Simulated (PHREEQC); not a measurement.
Solution (25 °C and 10 atm): 11 mmol/kgw NH4HF2 and 0.058 mmol/kgw H2SiF6. Closed to the air; pH follows from the charge balance.

Equilibrium calculation in PHREEQC: ion-association model, phreeqc.dat.

No solid was allowed to form.

**Question.** Predict the pH.

**Answer.** pH 3.17.

**Question.** In which forms is F present?

**Answer.** F- 50 %, HF 45 %, HF2- 3.8 %, SiF6-2 1.6 % of the F.

Species that the database lacks are ignored. SiF6-2 is the database's only silicon fluoride.
